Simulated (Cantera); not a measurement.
Input: 1 mol CF4, 0.57 mol HCl, 1.3 mol H2, at 1.33 mbar.

Method: chemical equilibrium by Gibbs-energy minimisation in Cantera with the NASA 1993 tables (ideal gas, pure condensed phases). Candidate condensed phases: C, C6H6, C7H8, C8H18; 118 gas species. Equilibrium is a limit: real reactors are often held back by kinetics, nucleation or transport.

Problem. At 3175 K, list the 5 most abundant gas species with their mole fractions, and the condensed phases.

Solution. F 0.361, H 0.251, HF 0.210, Cl 0.0829, C 0.0463. Condensed: gas only.
